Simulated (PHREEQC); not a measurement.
A solution holds 0.23 mol/kgw KH2PO4 and 5.4e-05 mol/kgw H4SiO4, at 25 °C. Closed to the air; pH follows from the charge balance.

Model: ion-association model, wateq4f.dat, run in PHREEQC.

The pH is 4.39. The ionic strength is 0.231 mol/kgw and the activity of water is 0.992.

```csv
species,molality,activity,log γ
K+,0.230,0.161,-0.154
H2PO4-,0.228,0.168,-0.132
H3PO4,0.000959,0.00101,0.023
HPO4-2,0.000902,0.000255,-0.548
KHPO4-,0.000109,8.03e-5,-0.132
H4SiO4,5.40e-5,5.70e-5,0.023
H+,5.16e-5,4.09e-5,-0.101
```

Precipitation was switched off in this run. Complexes and solids missing from the database can't appear. H3PO4, which wateq4f.dat lacks, is added to it with the constant of phreeqc.dat.
